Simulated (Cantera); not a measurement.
An isothermal, constant-pressure homogeneous reactor starts with NH₃ : N₂ = 1 : 23 (molar parts), at 1773 K and 10.00 Torr. Integrator tolerance rtol = 1e-08.

Detailed kinetics in Cantera: the gas-phase N/H chemistry of the illustrative SiF4/NH3 mechanism in the Surface Chemkin manual (1991). Walls and surfaces, which speed up NH3 decomposition in real reactors, are not modelled.

**Question.** What does this change do: temperature 1773 to 1200 K?

**Answer.** 
```json
[
 {"quantity": "x(NH₃) at 3.00 s", "before": "0.0294 (gas-phase equilibrium 5.77e-9)", "after": "0.0417 (gas-phase equilibrium 3.56e-8)"},
 {"quantity": "x(H) at 3.00 s", "before": "1.78e-5 (gas-phase equilibrium 0.000606)", "after": "2.19e-12 (gas-phase equilibrium 4.21e-7)"},
 {"quantity": "x(N) at 3.00 s", "before": "3.48e-7 (gas-phase equilibrium 1.88e-10)", "after": "<1e-12 (gas-phase equilibrium <1e-12)"},
 {"quantity": "x(H₂) at 3.00 s", "before": "0.0176 (gas-phase equilibrium 0.0597)", "after": "7.43e-9 (gas-phase equilibrium 0.0600)"},
 {"quantity": "x(N₂H₂) at 3.00 s", "before": "1.87e-7 (gas-phase equilibrium <1e-12)", "after": "1.40e-12 (gas-phase equilibrium <1e-12)"},
 {"quantity": "x(NH) at 3.00 s", "before": "2.56e-6 (gas-phase equilibrium 7.94e-11)", "after": "<1e-12 (gas-phase equilibrium <1e-12)"}
]
```

**Question.** What does this change do: temperature 1773 to 2100 K?

**Answer.** 
| quantity | before | after |
|---|---|---|
| x(NH₃) at 3.00 s | 0.0294 (gas-phase equilibrium 5.77e-9) | 0.000289 (gas-phase equilibrium 2.97e-9) |
| x(H) at 3.00 s | 1.78e-5 (gas-phase equilibrium 0.000606) | 0.000593 (gas-phase equilibrium 0.00646) |
| x(N) at 3.00 s | 3.48e-7 (gas-phase equilibrium 1.88e-10) | 1.89e-6 (gas-phase equilibrium 2.98e-8) |
| x(H₂) at 3.00 s | 0.0176 (gas-phase equilibrium 0.0597) | 0.0593 (gas-phase equilibrium 0.0566) |
| x(N₂H₂) at 3.00 s | 1.87e-7 (gas-phase equilibrium <1e-12) | 1.69e-9 (gas-phase equilibrium <1e-12) |
| x(NH) at 3.00 s | 2.56e-6 (gas-phase equilibrium 7.94e-11) | 2.45e-6 (gas-phase equilibrium 3.35e-9) |
